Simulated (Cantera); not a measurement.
A closed system holds: 1 mol Si, a varied amount of O₂, 24 mol N₂, at 1402 °C and 1.80 bar.

Cantera equilibrium calculation (NASA polynomials, part measured and part estimated; ideal gas, pure solids and liquids). Candidate condensed phases: Si, SiO₂, Si₂N₂O, Si₃N₄; 16 gas species. Mutual solubility and eutectic melting of coexisting phases are not modelled. The tables hold silica as quartz up to 1696 K and as liquid above; real silica turns to tridymite and cristobalite and melts near 1996 K. Equilibrium is a limit: real reactors are often held back by kinetics, nucleation or transport.

Question: Which condensed phases are stable at each of these points (n(O₂) (mol)): 0.021, 0.027, 0.033, 0.042, 0.053, 0.066, 0.083, 0.1, 0.13, 0.17, 0.21, 0.26, 0.33?

Answer: 
| n(O₂) (mol) | condensed phases | Si condensed (%) |
|---|---|---|
| 0.021 | Si₂N₂O(s) + Si₃N₄(s) | 100.0 |
| 0.027 | Si₂N₂O(s) + Si₃N₄(s) | 100.0 |
| 0.033 | Si₂N₂O(s) + Si₃N₄(s) | 100.0 |
| 0.042 | Si₂N₂O(s) + Si₃N₄(s) | 100.0 |
| 0.053 | Si₂N₂O(s) + Si₃N₄(s) | 100.0 |
| 0.066 | Si₂N₂O(s) + Si₃N₄(s) | 100.0 |
| 0.083 | Si₂N₂O(s) + Si₃N₄(s) | 100.0 |
| 0.1 | Si₂N₂O(s) + Si₃N₄(s) | 100.0 |
| 0.13 | Si₂N₂O(s) + Si₃N₄(s) | 100.0 |
| 0.17 | Si₂N₂O(s) + Si₃N₄(s) | 100.0 |
| 0.21 | Si₂N₂O(s) + Si₃N₄(s) | 100.0 |
| 0.26 | SiO₂(β-quartz) + Si₂N₂O(s) | 99.8 |
| 0.33 | SiO₂(β-quartz) + Si₂N₂O(s) | 99.8 |

From 0.021 mol O₂ to 0.21 mol O₂ the condensed part is Si₂N₂O(s) + Si₃N₄(s). From 0.26 mol O₂ to 0.33 mol O₂ the condensed part is SiO₂(β-quartz) + Si₂N₂O(s).
